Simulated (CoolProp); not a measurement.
Properties of carbon dioxide at several states (Tc = 304.1 K, pc = 7.377 MPa, ω = 0.224).

Model: reference Helmholtz-energy equation of state, Span 1996, in CoolProp.

| T (K) | p (MPa) | phase | density (kg/m³) | expansivity (1/kK) | Prandtl number |
|---|---|---|---|---|---|
| 624.3 | 4.07 | gas | 34.74 | 1.709 | ? |
| 698 | 0.159 | gas | 1.206 | 1.435 | ? |
| 523.7 | 5.93 | gas | ? | ? | 0.767 |
| 720.5 | 20.5 | supercritical | 147.8 | 1.601 | 0.767 |

Problem. Complete the blanks.

Solution. 
- 624.3, Prandtl number: 0.740
- 698, Prandtl number: 0.728
- 523.7, density (kg/m³): 61.91
- 523.7, expansivity (1/kK): 2.247

Viscosity comes from a separate model (Laesecke 2017). Thermal conductivity comes from a separate model (Huber 2016).
